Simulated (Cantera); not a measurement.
Standard-state values (1 bar) from the NASA 1993 polynomials, evaluated with Cantera. Values are per mole of reaction as written; species without (g) are pure solids or liquids, kept so even where they would boil at 1 bar.

Ni₃S₄ + C₂H₆(g) ⇌ 3 H₂(g) + 3 Ni + 2 CS₂(g)

| T (K) | ΔH° (kJ) | ΔS° (J/K) | ΔG° (kJ) | log10 K |
|---|---|---|---|---|
| 475 | (withheld) | (withheld) | (withheld) | (withheld) |
| 500 | (withheld) | (withheld) | (withheld) | (withheld) |
| 525 | (withheld) | (withheld) | (withheld) | (withheld) |
| 550 | 625.0 | 557.8 | 318.2 | -30.22 |
| 575 | (withheld) | (withheld) | (withheld) | (withheld) |
| 600 | 625.3 | 558.4 | 290.3 | -25.27 |

Problem. Some entries are withheld; supply them.

Solution. 
- 475, ΔH° (kJ): 624.1
- 475, ΔS° (J/K): 556.1
- 475, ΔG° (kJ): 360.0
- 475, log10 K: -39.58
- 500, ΔH° (kJ): 624.5
- 500, ΔS° (J/K): 556.8
- 500, ΔG° (kJ): 346.0
- 500, log10 K: -36.15
- 525, ΔH° (kJ): 624.7
- 525, ΔS° (J/K): 557.4
- 525, ΔG° (kJ): 332.1
- 525, log10 K: -33.04
- 575, ΔH° (kJ): 625.1
- 575, ΔS° (J/K): 558.1
- 575, ΔG° (kJ): 304.2
- 575, log10 K: -27.64
